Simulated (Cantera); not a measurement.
A freely propagating, adiabatic, planar premixed flame of CH4 : O2 : N2 : H2O = 1 : 2.17 : 8.17 : 0.75 (molar parts), equivalence ratio 0.92, unburnt at 573 K and 0.133 bar; mixture-averaged transport, grid criteria slope 0.08 and curve 0.16, no radiation.

Computed with Cantera and GRI-Mech 3.0 (53 species, 325 reactions). Burning velocities carry a grid error of a few per cent, more on coarse grids.

What does this change do: inlet temperature 573 to 700 K?


| quantity | before | after |
|---|---|---|
| laminar burning velocity | 146 cm/s | 217 cm/s |
| thermal thickness | 2.27 mm | 2.10 mm |
| peak x(HCN) | 1.58e-6 | 1.99e-6 |
| peak x(H2O2) | 2.62e-6 | 2.65e-6 |
| peak x(C2H2) | 7.62e-5 | 0.000103 |
